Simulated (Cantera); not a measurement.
What does this Cantera script print?

```python
import numpy as np
import cantera as ct

gas_names = [...]  # 115 gases of nasa_gas.yaml made of C, Ca, H, O
cond_names = """
    C(gr) C6H6(L) C7H8(L) C8H18(L),n-octa Ca(a) Ca(b) Ca(L) CaCO3(caL) CaO(s) CaO(L) CaO2H2(s) H2O(s)
    H2O(L)
""".split()


# ... load() reads the species with a 1 bar reference pressure and builds the phases ...
atoms = {
    'Ca(OH)2': {'Ca': 1, 'O': 2, 'H': 2},
    'O2': {'O': 2},
    'C': {'C': 1},
}
top_T = {'C(gr)': 4500}  # K; cautious upper limits of use, not melting points


# ... equilibrate(T, P, feed) seeds the gas with the atoms and calls Mixture.equilibrate('TP', solver="vcs", rtol=1e-11, max_steps=5000) ...
results = []
feed = {'Ca(OH)2': 1, 'O2': 0.18, 'C': 1.2}  # mol
P = 101325  # Pa
for T in [873, 973, 1073, 1173, 1273, 1373, 1473, 1573]:
    mix = equilibrate(T, P, feed)
    results.append((T, P, feed, dict(zip(mix.species_names, mix.species_moles))))
    x = sorted(zip(gas.X, gas.species_names), reverse=True)
    print(f"T = {T:g} K  P = {P:g} Pa  gas = {mix.phase_moles(0):.4g} mol")
    print("   x: " + "  ".join(f"{s} {v:.3e}" for v, s in x if v > 0.0001))
    print("   condensed (mol): " + ("  ".join(f"{mix.phase(i).name} {mix.phase_moles(i):.4g}"
          for i in range(1, mix.n_phases) if mix.phase_moles(i) > 1e-12) or "none"))
```

Result:

```
T = 873 K  P = 101325 Pa  gas = 0.8266 mol
   x: H2 7.076e-01  CH4 2.277e-01  H2O 4.666e-02  CO 1.530e-02  CO2 2.692e-03
   condensed (mol): C(gr) 0.3447  CaCO3(caL) 0.6522  CaO(s) 0.3478
T = 973 K  P = 101325 Pa  gas = 1.172 mol
   x: H2 6.653e-01  CO 1.736e-01  H2O 7.280e-02  CH4 5.763e-02  CO2 3.064e-02
   condensed (mol): C(gr) 0.3934  CaCO3(caL) 0.4997  CaO(s) 0.5003
T = 1073 K  P = 101325 Pa  gas = 2.173 mol
   x: CO 5.007e-01  H2 4.132e-01  CO2 4.535e-02  H2O 3.455e-02  CH4 6.267e-03
   condensed (mol): CaO(s) 1
T = 1173 K  P = 101325 Pa  gas = 2.197 mol
   x: CO 5.095e-01  H2 4.163e-01  H2O 3.748e-02  CO2 3.604e-02  CH4 6.953e-04
   condensed (mol): CaO(s) 1
T = 1273 K  P = 101325 Pa  gas = 2.2 mol
   x: CO 5.142e-01  H2 4.129e-01  H2O 4.157e-02  CO2 3.128e-02
   condensed (mol): CaO(s) 1
T = 1373 K  P = 101325 Pa  gas = 2.2 mol
   x: CO 5.178e-01  H2 4.095e-01  H2O 4.507e-02  CO2 2.768e-02
   condensed (mol): CaO(s) 1
T = 1473 K  P = 101325 Pa  gas = 2.2 mol
   x: CO 5.207e-01  H2 4.066e-01  H2O 4.793e-02  CO2 2.480e-02
   condensed (mol): CaO(s) 1
T = 1573 K  P = 101325 Pa  gas = 2.2 mol
   x: CO 5.230e-01  H2 4.043e-01  H2O 5.025e-02  CO2 2.247e-02
   condensed (mol): CaO(s) 1
```

These are equilibrium values from Cantera (NASA tables, ideal gas, pure condensed phases), not measurements of a reactor.
